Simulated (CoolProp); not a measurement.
Vapour-liquid equilibrium of R13 (1) + R11 (2) at 0.0694 MPa; x and y are mole fractions of (1).

Values from CoolProp's multi-fluid Helmholtz-energy mixture model, Platzer 1990 and Jacobsen 1992; pair parameters Bell 2016. This equation is an older, rougher fit; its heat capacities, sound speeds and derivatives of the liquid may be far off and weren't checked against measurements.

| x | bubble temperature, mixture model (K) | bubble temperature, Raoult's law (K) | y, mixture model | y, Raoult's law |
|---|---|---|---|---|
| 0.05 | 238.9 | 252.0 | 0.898 | 0.797 |
| 0.15 | 211.2 | 224.8 | 0.986 | 0.964 |
| 0.25 | 201.7 | 212.6 | 0.994 | 0.987 |
| 0.35 | 196.8 | 205.2 | 0.996 | 0.994 |
| 0.45 | 193.9 | 199.9 | 0.998 | 0.997 |
| 0.55 | 191.9 | 195.9 | 0.998 | 0.998 |
| 0.65 | 190.3 | 192.7 | 0.999 | 0.999 |
| 0.75 | 188.8 | 190.0 | 0.999 | 0.999 |
| 0.85 | 187.4 | 187.8 | 0.999 | 1.000 |
| 0.95 | 185.8 | 185.8 | 1.000 | 1.000 |

The largest gap from Raoult's law is -13.6 K in bubble temperature, at x = 0.15. No azeotrope shows between x = 0.05 and 0.95.

The pair parameters rest on a limited set of measurements; away from them the model extrapolates. With so large a gap from Raoult's law the liquid may split in two, which this calculation doesn't test in full.
